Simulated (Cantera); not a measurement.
Input (Python, Cantera) and output of one run.

```python
import numpy as np
import cantera as ct

gas_names = [...]  # 113 gases of nasa_gas.yaml made of C, H, O, Ta
cond_names = """
    C(gr) C6H6(L) C7H8(L) C8H18(L),n-octa H2O(s) H2O(L) Ta(cr) Ta(L) TaC(s) TaC(L) Ta2O5(s) Ta2O5(L)
""".split()


# ... load() reads the species with a 1 bar reference pressure and builds the phases ...
atoms = {
    'Ta2O5': {'Ta': 2, 'O': 5},
    'CH4': {'C': 1, 'H': 4},
    'H2': {'H': 2},
}
top_T = {'C(gr)': 4500}  # K; cautious upper limits of use, not melting points


# ... equilibrate(T, P, feed) seeds the gas with the atoms and calls Mixture.equilibrate('TP', solver="vcs", rtol=1e-11, max_steps=5000) ...
results = []
feed = {'Ta2O5': 1, 'CH4': 2.5, 'H2': 0.61}  # mol
T = 998  # K
P = 120  # Pa
mix = equilibrate(T, P, feed)
results.append((T, P, feed, dict(zip(mix.species_names, mix.species_moles))))
x = sorted(zip(gas.X, gas.species_names), reverse=True)
print(f"T = {T:g} K  P = {P:g} Pa  gas = {mix.phase_moles(0):.4g} mol")
print("   x: " + "  ".join(f"{s} {v:.3e}" for v, s in x if v > 0.0001))
print("   condensed (mol): " + ("  ".join(f"{mix.phase(i).name} {mix.phase_moles(i):.4g}"
      for i in range(1, mix.n_phases) if mix.phase_moles(i) > 1e-12) or "none"))
```

Output:

```
T = 998 K  P = 120 Pa  gas = 7.395 mol
   x: H2 7.584e-01  CO 2.413e-01  H2O 1.145e-04
   condensed (mol): TaC(s) 0.7145  Ta2O5(s) 0.6427
```

These are equilibrium values from Cantera (NASA tables, ideal gas, pure condensed phases), not measurements of a reactor. TaC: taken at fixed stoichiometry. Condensed phases not in the tables: Ta2C.
